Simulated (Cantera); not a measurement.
## PbS + H2 (hydrogen reduction and annealing atmospheres)

Input: 1 mol PbS, a varied amount of H2, at 825 °C and 1 atm.

Method: chemical equilibrium by Gibbs-energy minimisation in Cantera with the NASA 1993 tables (ideal gas, pure condensed phases). Candidate condensed phases: Pb, PbS, S; 10 gas species. Mutual solubility and eutectic melting of coexisting phases are not modelled. Rates play no part.

```tsv
n(H2) (mol)	log p H2	log p H2S	log p PbS	log p Pb	n Pb(l)	n PbS(s)
3.4	-0.01	-1.43	-3.04	-3.93	0.124	0.873
4.7	-0.01	-1.43	-3.04	-3.93	0.171	0.824
6.6	-0.01	-1.43	-3.04	-3.93	0.240	0.753
9.1	-0.01	-1.43	-3.04	-3.93	0.331	0.660
13	-0.01	-1.43	-3.04	-3.93	0.473	0.514
18	-0.01	-1.43	-3.04	-3.93	0.655	0.327
25	-0.01	-1.43	-3.04	-3.93	0.910	0.0648
35	-0.01	-1.55	-3.16	-3.93	0.972	0
48	0.00	-1.69	-3.30	-3.93	0.971	0
68	0.00	-1.84	-3.46	-3.93	0.969	0
94	0.00	-1.98	-3.60	-3.93	0.966	0
130	0.00	-2.12	-3.74	-3.93	0.962	0
```
log p: log10 of the partial pressure in bar; n: condensed amount in mol.

From 3.4 mol H2 to 25 mol H2 the condensed part is Pb(l) + PbS(s). From 35 mol H2 to 130 mol H2 the condensed part is Pb(l). The main Pb-bearing gas is PbS throughout. The share of Pb in condensed phases is highest at 3.4 mol H2 (99.7 %) and lowest at 130 mol H2 (96.2 %).
